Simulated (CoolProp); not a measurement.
A Linde-Hampson liquefier for oxygen: isothermal reversible compression at 280 K from 1 atm to 25 MPa, throttling to 1 atm, return gas leaving the recuperator 0 K below the feed. Each further row changes one setting.

Model: reference Helmholtz-energy equation of state, Schmidt 1985, in CoolProp.

| case | liquid yield per pass | compression work (kJ/kg of gas) |
|---|---|---|
| as stated | 0.150 | 390 |
| high pressure 50 MPa | ? | ? |
| warm-end temperature 310 K | ? | ? |
| warm-end gap 5 K | 0.139 | 390 |

Question: Some entries are withheld; supply them.

Answer: 
- high pressure 50 MPa, liquid yield per pass: 0.193
- high pressure 50 MPa, compression work (kJ/kg of gas): 441
- warm-end temperature 310 K, liquid yield per pass: 0.112
- warm-end temperature 310 K, compression work (kJ/kg of gas): 437

Above 300 K oxygen's equation is extrapolated.
